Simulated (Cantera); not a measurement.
A perfectly stirred reactor is fed with CH₄ : C₂H₆ : O₂ : N₂ = 1 : 0.4 : 6.07 : 22.8 (molar parts), at 26000 Pa; it is adiabatic with a 675 K inlet, and is followed from long to short residence time, starting on the burning branch (τ in s: 0.36, 0.13, 0.047, 0.017, 0.006, 0.0022, 0.00078, 0.00028, 0.0001, 3.6e-05, 1.3e-05, 4.7e-06).

Computed with Cantera and GRI-Mech 3.0 (53 species, 325 reactions).

Problem. What does this change do: O2 6.07 to 4.8 parts?

Solution. 
| quantity | before | after |
|---|---|---|
| blow-out, bracketed by the residence times tried | burning at 0.280 ms, out at 0.100 ms | burning at 0.780 ms, out at 0.280 ms |
| x(CH₄) at τ = 0.360 s | 2.43e-6 | 2.21e-6 |
| x(C₂H₆) at τ = 0.360 s | 2.03e-7 | 1.74e-7 |
| x(O₂) at τ = 0.360 s | 0.0871 | 0.0479 |
| x(H₂O₂) at τ = 0.360 s | 2.98e-8 | 2.71e-8 |
| x(CH₃) at τ = 0.360 s | 7.57e-7 | 7.94e-7 |
| x(CH₄) at τ = 0.780 ms | 0.000261 | 0.000272 |
| x(C₂H₆) at τ = 0.780 ms | 2.55e-5 | 2.67e-5 |
| x(O₂) at τ = 0.780 ms | 0.0931 | 0.0574 |
| x(H₂O₂) at τ = 0.780 ms | 2.77e-7 | 2.38e-7 |
| x(CH₃) at τ = 0.780 ms | 4.69e-5 | 5.83e-5 |

Problem. What does this change do: pressure from 26000 Pa to 130000 Pa?

Solution. 
| quantity | before | after |
|---|---|---|
| blow-out, bracketed by the residence times tried | burning at 0.280 ms, out at 0.100 ms | burning at 0.100 ms, out at 36.0 µs |
| x(CH₄) at τ = 0.360 s | 2.43e-6 | 1.31e-6 |
| x(C₂H₆) at τ = 0.360 s | 2.03e-7 | 9.31e-8 |
| x(O₂) at τ = 0.360 s | 0.0871 | 0.0873 |
| x(H₂O₂) at τ = 0.360 s | 2.98e-8 | 5.30e-8 |
| x(CH₃) at τ = 0.360 s | 7.57e-7 | 4.39e-7 |
| x(CH₄) at τ = 0.780 ms | 0.000261 | 9.31e-5 |
| x(C₂H₆) at τ = 0.780 ms | 2.55e-5 | 9.44e-6 |
| x(O₂) at τ = 0.780 ms | 0.0931 | 0.0891 |
| x(H₂O₂) at τ = 0.780 ms | 2.77e-7 | 3.67e-7 |
| x(CH₃) at τ = 0.780 ms | 4.69e-5 | 2.24e-5 |
